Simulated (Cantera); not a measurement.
## Equilibrium for abatement and gas-phase synthesis: N2O + H2O + N2

A closed system holds: 1 mol N2O, 0.081 mol H2O, 0.58 mol N2, held at 0.100 bar.

Method: chemical equilibrium by Gibbs-energy minimisation in Cantera with the NASA 1993 tables (ideal gas, pure condensed phases). Candidate condensed phases: H2O; 24 gas species. Rates play no part.

```csv
T (K),x N2,x O2,x H2O,x NO,x OH,x O
1448,0.731,0.231,0.0375,0.000949,5.45e-5,2.96e-6
1548,0.730,0.231,0.0374,0.00155,0.000131,1.16e-5
1648,0.730,0.230,0.0373,0.00238,0.000281,3.84e-5
1748,0.729,0.229,0.0372,0.00348,0.000553,0.000111
1848,0.728,0.228,0.0369,0.00489,0.00101,0.000286
1948,0.727,0.227,0.0365,0.00661,0.00173,0.000669
2048,0.726,0.225,0.0359,0.00866,0.00279,0.00144
2148,0.724,0.223,0.0350,0.0110,0.00429,0.00288
2248,0.721,0.219,0.0336,0.0137,0.00628,0.00540
```
x: gas mole fraction; nothing condenses.

From 1448 K to 2248 K nothing is condensed.
